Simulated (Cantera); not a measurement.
An isothermal, constant-pressure homogeneous reactor starts with CH₂O : O₂ : N₂ = 0.0041 : 0.0045 : 1 (molar parts), equivalence ratio 0.91, at 1025 K and 10500 Torr. Integrator tolerance rtol = 1e-08.

Computed with Cantera and GRI-Mech 3.0 (53 species, 325 reactions). The pressure lies above the range GRI-Mech 3.0 was tuned for (to about 10 atm).

Q: What does this change do: N2 1 to 1.3 parts?

A: 
```json
[
 {"quantity": "x(CH₂O) at 2.00 s", "before": "4.19e-12 (gas-phase equilibrium <1e-12)", "after": "4.37e-12 (gas-phase equilibrium <1e-12)"},
 {"quantity": "x(O₂) at 2.00 s", "before": "0.00104 (gas-phase equilibrium 0.000396)", "after": "0.000872 (gas-phase equilibrium 0.000305)"},
 {"quantity": "x(C₂H₂) at 2.00 s", "before": "<1e-12 (gas-phase equilibrium <1e-12)", "after": "<1e-12 (gas-phase equilibrium <1e-12)"},
 {"quantity": "x(CH₂) at 2.00 s", "before": "<1e-12 (gas-phase equilibrium <1e-12)", "after": "<1e-12 (gas-phase equilibrium <1e-12)"},
 {"quantity": "x(CH₄) at 2.00 s", "before": "1.04e-11 (gas-phase equilibrium <1e-12)", "after": "1.86e-11 (gas-phase equilibrium <1e-12)"},
 {"quantity": "x(H₂O) at 2.00 s", "before": "0.00404 (gas-phase equilibrium 0.00407)", "after": "0.00311 (gas-phase equilibrium 0.00313)"},
 {"quantity": "x(N₂O) at 2.00 s", "before": "1.80e-7 (gas-phase equilibrium 6.74e-10)", "after": "1.57e-7 (gas-phase equilibrium 5.93e-10)"}
]
```

Q: What does this change do: O2 0.0045 to 0.00053 parts?

A: 
| quantity | before | after |
|---|---|---|
| x(CH₂O) at 2.00 s | 4.19e-12 (gas-phase equilibrium <1e-12) | 1.05e-10 (gas-phase equilibrium 9.44e-11) |
| x(O₂) at 2.00 s | 0.00104 (gas-phase equilibrium 0.000396) | 9.73e-8 (gas-phase equilibrium <1e-12) |
| x(C₂H₂) at 2.00 s | <1e-12 (gas-phase equilibrium <1e-12) | 5.29e-12 (gas-phase equilibrium <1e-12) |
| x(CH₂) at 2.00 s | <1e-12 (gas-phase equilibrium <1e-12) | <1e-12 (gas-phase equilibrium <1e-12) |
| x(CH₄) at 2.00 s | 1.04e-11 (gas-phase equilibrium <1e-12) | 4.79e-7 (gas-phase equilibrium 1.29e-6) |
| x(H₂O) at 2.00 s | 0.00404 (gas-phase equilibrium 0.00407) | 0.000897 (gas-phase equilibrium 0.000467) |
| x(N₂O) at 2.00 s | 1.80e-7 (gas-phase equilibrium 6.74e-10) | 1.81e-9 (gas-phase equilibrium <1e-12) |
